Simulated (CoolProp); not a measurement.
Saturation properties of hexamethyldisiloxane (MM).

The numbers come from the reference Helmholtz-energy equation of state, Thol 2016 in CoolProp.

```csv
T (°C),p (kPa),liquid density (kg/m³),vapour density (kg/m³),enthalpy of vaporisation (kJ/kg),surface tension (mN/m)
115.35,152.9,656.5,8.395,184.7,7.89
121.95,181.4,648.0,9.913,180.9,7.38
128.65,214.3,639.2,11.67,177.0,6.88
135.25,___,630.3,13.65,173.0,6.39
141.85,292.5,621.2,15.89,168.9,5.91
148.55,339.6,611.6,18.48,164.5,5.43
155.15,391.4,601.9,21.38,160.0,4.96
161.75,___,591.9,24.66,155.3,4.51
168.45,513.9,581.2,28.44,150.3,___
175.05,584.5,570.3,32.68,145.1,___
```

Complete the blanks.


- 135.25, p (kPa): 251.1
- 161.75, p (kPa): 449.0
- 168.45, surface tension (mN/m): 4.05
- 175.05, surface tension (mN/m): 3.62

It boils at 100.5 °C under 1 atm.

Surface tension comes from a separate correlation (Mulero 2014), older than this fluid's equation and unchecked against measurements.
